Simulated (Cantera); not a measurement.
An isothermal, constant-pressure homogeneous reactor starts with 3.94 % H₂, 96.1 % O₂, at 950 K and 1.95 Torr.

Detailed kinetics in Cantera: the H2/O2 subset of GRI-Mech 3.0, which has no nitrogen chemistry. Radical loss at walls, strong at low pressure, is not modelled. The temperature is held fixed by assumption; the heat of reaction is taken as removed at once.

x: mole fraction; the columns are a selection and need not sum to one.

```json
[
 {"t (s)": "3.00e-6", "x H₂": "0.0394", "x O₂": "0.961", "x H₂O₂": "<1e-12", "x HO₂": "<1e-12", "x O": "<1e-12", "x H": "<1e-12", "x H₂O": "<1e-12"},
 {"t (s)": "2.85e-5", "x H₂": "0.0394", "x O₂": "0.961", "x H₂O₂": "<1e-12", "x HO₂": "<1e-12", "x O": "<1e-12", "x H": "<1e-12", "x H₂O": "<1e-12"},
 {"t (s)": "0.000271", "x H₂": "0.0394", "x O₂": "0.961", "x H₂O₂": "<1e-12", "x HO₂": "4.60e-12", "x O": "<1e-12", "x H": "4.09e-12", "x H₂O": "<1e-12"},
 {"t (s)": "0.00258", "x H₂": "0.0394", "x O₂": "0.961", "x H₂O₂": "<1e-12", "x HO₂": "4.39e-11", "x O": "3.79e-11", "x H": "3.58e-11", "x H₂O": "3.02e-11"},
 {"t (s)": "0.0245", "x H₂": "0.0394", "x O₂": "0.961", "x H₂O₂": "<1e-12", "x HO₂": "3.14e-9", "x O": "4.03e-7", "x H": "2.35e-7", "x H₂O": "6.40e-7"},
 {"t (s)": "0.233", "x H₂": "0.000418", "x O₂": "0.943", "x H₂O₂": "1.08e-8", "x HO₂": "1.33e-6", "x O": "0.0140", "x H": "0.00488", "x H₂O": "0.0365"},
 {"t (s)": "2.21", "x H₂": "?", "x O₂": "0.959", "x H₂O₂": "?", "x HO₂": "?", "x O": "?", "x H": "?", "x H₂O": "0.0400"},
 {"t (s)": "21.0", "x H₂": "3.07e-7", "x O₂": "0.960", "x H₂O₂": "3.76e-9", "x HO₂": "3.26e-8", "x O": "1.15e-5", "x H": "1.08e-7", "x H₂O": "0.0402"},
 {"t (s)": "200", "x H₂": "?", "x O₂": "0.960", "x H₂O₂": "6.08e-10", "x HO₂": "?", "x O": "?", "x H": "6.83e-10", "x H₂O": "0.0402"}
]
```

Q: Complete the blanks.

A: 
- 2.21, x H₂: 2.39e-5
- 2.21, x H₂O₂: 1.17e-8
- 2.21, x HO₂: 5.15e-7
- 2.21, x O: 0.000822
- 2.21, x H: 6.49e-5
- 200, x H₂: 9.83e-9
- 200, x HO₂: 1.61e-9
- 200, x O: 3.95e-7
